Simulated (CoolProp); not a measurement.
Properties of propylene along the isotherm 10.75 °C (Tc = 91.1 °C, pc = 4555 kPa, ω = 0.146).

Values from CoolProp's reference Helmholtz-energy equation of state, Lemmon 2013.

| p (kPa) | phase | density (kg/m³) | isothermal compressibility (1/MPa) | fugacity coefficient |
|---|---|---|---|---|
| 569 | gas | (withheld) | 1.983 | 0.9070 |
| 1140 | liquid | 530.6 | 0.004853 | 0.6136 |
| 1710 | liquid | 532.1 | 0.004712 | 0.4170 |
| 2280 | liquid | (withheld) | 0.004579 | 0.3188 |
| 2850 | liquid | 534.9 | 0.004455 | 0.2599 |
| 3420 | liquid | 536.2 | 0.004338 | 0.2207 |
| 3990 | liquid | 537.5 | (withheld) | 0.1928 |
| 4550 | liquid | 538.8 | 0.004127 | 0.1722 |
| 5120 | liquid | 540.0 | 0.004029 | 0.1560 |
| 5690 | liquid | 541.3 | 0.003936 | 0.1430 |
| 6260 | liquid | (withheld) | 0.003848 | 0.1325 |
| 6830 | liquid | 543.6 | 0.003764 | 0.1237 |

Task: Complete the blanks.

Result: 
- 569, density (kg/m³): 11.31
- 2280, density (kg/m³): 533.5
- 3990, isothermal compressibility (1/MPa): 0.004229
- 6260, density (kg/m³): 542.5
